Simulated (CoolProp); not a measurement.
c-C4F8 (RC318) at several states: Z from the reference equation and from simpler models built on Tc = 388.4 K, pc = 2.778 MPa, ω = 0.355; each cubic takes its own stable root.

Model: reference Helmholtz-energy equation of state, Platzer 1990, in CoolProp. This equation is an older, rougher fit; its heat capacities, sound speeds and derivatives of the liquid may be far off and weren't checked against measurements.

```tsv
T (K)	p (MPa)	phase	reference
267.8	0.769	liquid	0.04275
386	0.0404	gas	0.9951
463.7	0.0108	gas	0.9993
262.1	2.71	liquid	0.1513
289.3	1.12	liquid	0.06053
```

### Question
How far does each simpler model (van der Waals, Redlich-Kwong) lie from the reference over these 5 states: mean and median of the absolute difference, and the worst?

### Answer
- van der Waals: mean 36.8 %, median 59.4 %, worst +62.4 % at 267.8 K and 0.769 MPa
- Redlich-Kwong: mean 7.0 %, median 10.6 %, worst +12.8 % at 289.3 K and 1.12 MPa
